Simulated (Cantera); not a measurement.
Input: 1 mol Si2Cl6, 72 mol H2, equilibrated at 58.5 Torr.

Method: chemical equilibrium by Gibbs-energy minimisation in Cantera with the NASA 1993 tables (ideal gas, pure condensed phases). Candidate condensed phases: Si; 19 gas species. The feed counts by its element totals alone. Gases not in the tables: Si2H6 and higher silanes. Equilibrium is a limit: real reactors are often held back by kinetics, nucleation or transport.

What share of the Si ends up in condensed phases as a function of T (°C), at 827, 877, 927, 977, 1027, 1077, 1127, 1177, 1227, 1277, 1327, 1377, 1427, 1477?


```csv
T (°C),Si condensed (%),as
827,40.8,Si(s)
877,46.4,Si(s)
927,51.3,Si(s)
977,54.9,Si(s)
1027,56.9,Si(s)
1077,57.6,Si(s)
1127,57.7,Si(s)
1177,57.3,Si(s)
1227,56.7,Si(s)
1277,56.1,Si(s)
1327,55.4,Si(s)
1377,54.7,Si(s)
1427,54.5,Si(l)
1477,56.3,Si(l)
```
